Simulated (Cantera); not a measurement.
A diamond (100) surface in a fixed gas of H2 with x(CH4) = 0.018, x(H) = 0.05, x(CH3) = 0.00091, 0.0140 bar; coverages are run to steady state.

Detailed kinetics in Cantera: the Harris–Goodwin 1993 mechanism for the reconstructed diamond (100) surface.

One state of this run: growth (µm/h) = 6.60; θ c6HH = 0.589; θ c6H* = 0.0182; θ c6*H = 0.370; θ c6** = 0.00967; θ c6HM = 0.00970. θ: site fractions in the mechanism's names (c6HH fully hydrogenated, c6H* and c6*H radical sites, c6** diradical, c6HM methylated).

Task: Which value of T (K) does it belong to?
A) 1100
B) 950
C) 1000
D) 1300

Result: C, 1000
